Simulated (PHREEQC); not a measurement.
Make-up at 42 °C: 0.028 mol/kgw H2SO4 and 0.00041 mol/kgw FeSO4. Closed to the air; pH follows from the charge balance.

Computed with PHREEQC (ion-association model, wateq4f.dat).

This is a speciation only: nothing precipitates in the calculation.

Predict the pH.

pH 1.51.

In which forms is Fe present?

Fe+2 64 %, FeSO4 28 %, FeHSO4+ 7.6 % of the Fe.

Complexes and solids missing from the database can't appear. At this temperature some constants are extrapolated from 25 °C, and those without enthalpy data are left unchanged.
